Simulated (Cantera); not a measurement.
A diamond (100) surface in a fixed gas of H2 with x(CH4) = 0.0091, x(CH3) = 2.6e-05, at 1350 K, 105 Torr; coverages are run to steady state.

Model: the Harris–Goodwin 1993 mechanism for the reconstructed diamond (100) surface, integrated in Cantera.

θ: site fractions in the mechanism's names (c6HH fully hydrogenated, c6H* and c6*H radical sites, c6** diradical, c6HM methylated).

```csv
x(H),growth (µm/h),θ c6HH,θ c6H*,θ c6*H,θ c6**
0.0001,?,0.687,0.0285,0.281,0.00361
0.00024,?,0.553,0.0402,0.396,0.0105
0.00059,?,0.452,0.0483,0.476,0.0227
0.0014,?,0.397,0.0522,0.514,0.0361
0.0035,?,0.369,0.0539,0.530,0.0469
0.0085,?,0.356,0.0546,0.536,0.0529
0.021,?,0.351,0.0552,0.538,0.0559
0.05,?,0.349,0.0561,0.538,0.0574
0.12,?,0.348,0.0580,0.536,0.0586
```

Q: Some entries are withheld; supply them.

A: 
- 0.0001, growth (µm/h): 0.0183
- 0.00024, growth (µm/h): 0.0854
- 0.00059, growth (µm/h): 0.256
- 0.0014, growth (µm/h): 0.507
- 0.0035, growth (µm/h): 0.836
- 0.0085, growth (µm/h): 1.29
- 0.021, growth (µm/h): 2.04
- 0.05, growth (µm/h): 3.08
- 0.12, growth (µm/h): 4.21
